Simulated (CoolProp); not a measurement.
Properties of R1234ze(Z) at several states (Tc = 150.1 °C, pc = 35.31 bar, ω = 0.327).

The numbers come from the reference Helmholtz-energy equation of state, Akasaka 2019 in CoolProp.

| T (°C) | p (bar) | phase | density (kg/m³) | cp (kJ/(kg K)) | isothermal compressibility (1/MPa) |
|---|---|---|---|---|---|
| 39.35 | 1.94 | gas | 9.117 | 0.9116 | [?] |
| 40.55 | 0.167 | gas | 0.7341 | 0.8566 | 60.20 |
| 152.55 | 151 | supercritical | 943.3 | [?] | 0.01030 |
| 78.85 | 2.31 | gas | [?] | 0.9642 | 4.564 |

Task: Some entries are withheld; supply them.

Result: 
- 39.35, isothermal compressibility (1/MPa): 5.542
- 152.55, cp (kJ/(kg K)): 1.522
- 78.85, density (kg/m³): 9.472
